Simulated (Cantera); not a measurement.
What does this Cantera script print?

```python
import numpy as np
import cantera as ct

gas = ct.Solution("gri30.yaml")
gas.TPX = 2300, 24000, {'CH4': 0.021, 'H2': 1}
reactor = ct.IdealGasConstPressureReactor(gas, energy="off", clone=False)
net = ct.ReactorNet([reactor])
net.rtol, net.atol = 1e-08, 1e-18
show = ['CH4', 'H2', 'C2H', 'H', 'C2H2']
times = np.geomspace(1e-05, 50, 10)

steps = ct.SolutionArray(gas, extra=["t"])
rows = []
print(f"{'t/s':>10s}{'T/K':>9s}{'P/Pa':>11s}" + "".join(f"{s:>11s}" for s in show))
for t in times:
    while net.time < t:
        t_next = net.step()
        steps.append(gas.state, t=t_next)
    rows.append([np.interp(t, steps.t, y) for y in (steps.T, steps.P, *steps(*show).X.T)])
    print(f"{t:10.3e}{rows[-1][0]:9.1f}{rows[-1][1]:11.4g}" + "".join(f"{x:11.3e}" for x in rows[-1][2:]))
rate = np.gradient(steps.T, steps.t)
print("integrator steps:", len(steps.t))
if steps.T.max() > steps.T[0] + 200:
    print(f"time of steepest temperature rise: {steps.t[rate.argmax()]:.4e} s")
gas.TPX = 2300, 24000, {'CH4': 0.021, 'H2': 1}
gas.equilibrate("TP")
print(f"equilibrium (TP): T = {gas.T:.1f} K  " + "  ".join(f"{s} {gas[s].X[0]:.3e}" for s in show))
```

Result:

```
       t/s      T/K       P/Pa        CH4         H2        C2H          H       C2H2
 1.000e-05   2300.0    2.4e+04  2.021e-02  9.786e-01  1.430e-12  8.340e-04  3.751e-08
 5.550e-05   2300.0    2.4e+04  1.871e-02  9.751e-01  7.973e-09  4.517e-03  3.823e-05
 3.081e-04   2300.0    2.4e+04  1.076e-02  9.694e-01  2.050e-06  1.364e-02  3.233e-03
 1.710e-03   2300.0    2.4e+04  1.793e-03  9.713e-01  7.117e-06  1.746e-02  8.789e-03
 9.491e-03   2300.0    2.4e+04  2.308e-04  9.705e-01  8.808e-06  1.934e-02  9.809e-03
 5.268e-02   2300.0    2.4e+04  7.602e-05  9.704e-01  9.023e-06  1.960e-02  9.913e-03
 2.924e-01   2300.0    2.4e+04  7.385e-05  9.704e-01  9.025e-06  1.961e-02  9.914e-03
 1.623e+00   2300.0    2.4e+04  7.385e-05  9.704e-01  9.025e-06  1.961e-02  9.914e-03
 9.008e+00   2300.0    2.4e+04  7.385e-05  9.704e-01  9.025e-06  1.961e-02  9.914e-03
 5.000e+01   2300.0    2.4e+04  7.385e-05  9.704e-01  9.025e-06  1.961e-02  9.914e-03
integrator steps: 1020
equilibrium (TP): T = 2300.0 K  CH4 7.414e-05  H2 9.704e-01  C2H 9.024e-06  H 1.961e-02  C2H2 9.914e-03
```

Model: GRI-Mech 3.0 (53 species, 325 reactions), integrated in Cantera. GRI-Mech 3.0 stops at C3 and has no aromatics, soot or wall deposition, so with more carbon than oxygen in the feed, carbon stays in small species such as C2H2 where larger ones or solid carbon would form.
